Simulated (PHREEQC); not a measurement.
Synthetic water in mg/kgw, 20 °C, pH 6.67, pe 11.2: Na 0.333; K 0.807; Ca 1.65; Mg 0.7; Cl 1.49; S(6) as SO4 0.569; Alkalinity as HCO3 6.89; Sr 0.573; Cu(2) 0.0346; Zn 0.00147; Cd 0.00688; Ni 0.0147; N(5) as NO3 0.00313.

Valence states are taken as typed.

The numbers come from PHREEQC with the ion-association model, wateq4f.dat.

This is a speciation only: nothing precipitates in the calculation.

Order these Cu species by the share of Cu that they hold, largest first: Cu+2, Cu(OH)2, CuCO3, CuHCO3+, CuOH+.

Cu+2 (61 %), Cu(OH)2 (26 %), CuCO3 (6.7 %), CuHCO3+ (3.2 %), CuOH+ (2.7 %)

The pH is 6.67 and the ionic strength 0.000261 mol/kgw. Complexes and solids missing from the database can't appear. The database's constant for dissolved Cu(OH)2 is higher than later reviews accept. The database's nickel carbonate constants are estimates that later reviews lower a good deal.
